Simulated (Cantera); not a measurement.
Cantera run, input and output.

```python
import numpy as np
import cantera as ct

gas = ct.Solution("gri30.yaml")
gas.TPX = 1950, 13332, {'CH4': 1, 'N2': 170}
reactor = ct.IdealGasConstPressureReactor(gas, energy="off", clone=False)
net = ct.ReactorNet([reactor])
net.rtol, net.atol = 1e-08, 1e-18
show = ['CH4', 'C2H6', 'CH2', 'C2H2', 'H2']
times = np.geomspace(0.0003, 200, 15)

steps = ct.SolutionArray(gas, extra=["t"])
rows = []
print(f"{'t/s':>10s}{'T/K':>9s}{'P/Pa':>11s}" + "".join(f"{s:>11s}" for s in show))
for t in times:
    while net.time < t:
        t_next = net.step()
        steps.append(gas.state, t=t_next)
    rows.append([np.interp(t, steps.t, y) for y in (steps.T, steps.P, *steps(*show).X.T)])
    print(f"{t:10.3e}{rows[-1][0]:9.1f}{rows[-1][1]:11.4g}" + "".join(f"{x:11.3e}" for x in rows[-1][2:]))
rate = np.gradient(steps.T, steps.t)
print("integrator steps:", len(steps.t))
if steps.T.max() > steps.T[0] + 200:
    print(f"time of steepest temperature rise: {steps.t[rate.argmax()]:.4e} s")
gas.TPX = 1950, 13332, {'CH4': 1, 'N2': 170}
gas.equilibrate("TP")
print(f"equilibrium (TP): T = {gas.T:.1f} K  " + "  ".join(f"{s} {gas[s].X[0]:.3e}" for s in show))
```

Output:

```
       t/s      T/K       P/Pa        CH4       C2H6        CH2       C2H2         H2
 3.000e-04   1950.0  1.333e+04  5.732e-03  3.482e-08  1.768e-07  6.183e-08  5.634e-05
 7.818e-04   1950.0  1.333e+04  5.517e-03  2.590e-07  7.799e-07  3.016e-06  1.837e-04
 2.038e-03   1950.0  1.333e+04  4.651e-03  1.199e-06  2.850e-06  1.154e-04  9.875e-04
 5.310e-03   1950.0  1.333e+04  2.123e-03  8.089e-07  4.509e-06  1.385e-03  4.801e-03
 1.384e-02   1950.0  1.333e+04  5.412e-04  8.163e-08  2.442e-06  2.517e-03  7.668e-03
 3.607e-02   1950.0  1.333e+04  1.018e-04  4.723e-09  8.791e-07  2.794e-03  8.441e-03
 9.399e-02   1950.0  1.333e+04  1.396e-05  1.235e-10  1.788e-07  2.835e-03  8.588e-03
 2.449e-01   1950.0  1.333e+04  7.047e-07  3.937e-13  1.173e-08  2.837e-03  8.603e-03
 6.384e-01   1950.0  1.333e+04  1.246e-07  1.889e-14  2.849e-09  2.837e-03  8.590e-03
 1.664e+00   1950.0  1.333e+04  3.893e-08  5.003e-15  1.094e-09  2.837e-03  8.576e-03
 4.336e+00   1950.0  1.333e+04  1.725e-08  3.526e-15  5.002e-10  2.837e-03  8.574e-03
 1.130e+01   1950.0  1.333e+04  1.450e-08  3.413e-15  4.204e-10  2.837e-03  8.574e-03
 2.945e+01   1950.0  1.333e+04  1.451e-08  3.413e-15  4.208e-10  2.836e-03  8.574e-03
 7.674e+01   1950.0  1.333e+04  1.464e-08  3.417e-15  4.244e-10  2.835e-03  8.574e-03
 2.000e+02   1950.0  1.333e+04  1.496e-08  3.426e-15  4.337e-10  2.832e-03  8.574e-03
integrator steps: 1252
equilibrium (TP): T = 1950.0 K  CH4 1.867e-08  C2H6 5.312e-16  CH2 5.418e-10  C2H2 7.263e-05  H2 8.575e-03
```

Model: GRI-Mech 3.0 (53 species, 325 reactions), integrated in Cantera. GRI-Mech 3.0 stops at C3 and has no aromatics, soot or wall deposition, so with more carbon than oxygen in the feed, carbon stays in small species such as C2H2 where larger ones or solid carbon would form.
